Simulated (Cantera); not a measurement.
## Equilibrium for hydrogen reduction and annealing atmospheres: SiO₂ + H₂ + N₂

Input: 1 mol SiO₂, 43 mol H₂, 1.6 mol N₂, held at 1727 °C and 43.0 Pa.

Method: chemical equilibrium by Gibbs-energy minimisation in Cantera with the NASA 1993 tables (ideal gas, pure condensed phases). Candidate condensed phases: H₂O, Si, SiO₂, Si₂N₂O, Si₃N₄; 35 gas species. Kinetics and transport are ignored.

The x(H₂) comes out as 0.852 and the x(H) is 0.0724. The x(N₂) is 0.0338. The x(SiO) comes out as 0.0211 and the x(H₂O) is 0.0209. The x(OH) is 0.000178 and the x(O) is 1.10e-5. The x(SiO₂) is 1.84e-6, the x(NO) comes out as 1.18e-6 and the gas amount is 47.32 mol. The log10 activity of Si(l) (absent) is -6.59.
